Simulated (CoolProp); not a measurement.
Vapour-liquid equilibrium of CHF3 (R23) (1) + R13 (2) at 196 kPa; x and y are mole fractions of (1).

Computed with CoolProp (multi-fluid Helmholtz-energy mixture model, Penoncello 2003 and Platzer 1990; pair parameters Bell 2016). This equation is an older, rougher fit; its heat capacities, sound speeds and derivatives of the liquid may be far off and weren't checked against measurements.

Question: Give the bubble temperature and the first vapour's composition at x = 0.15, 0.25, 0.95. Is there an azeotrope?

Answer: x = 0.15: 200.2 K, y = 0.296; x = 0.25: 198.9 K, y = 0.388; x = 0.95: 201.6 K, y = 0.877. y crosses x between x = 0.45 and 0.55: the model has an azeotrope there.

The pair parameters rest on a limited set of measurements; away from them the model extrapolates.
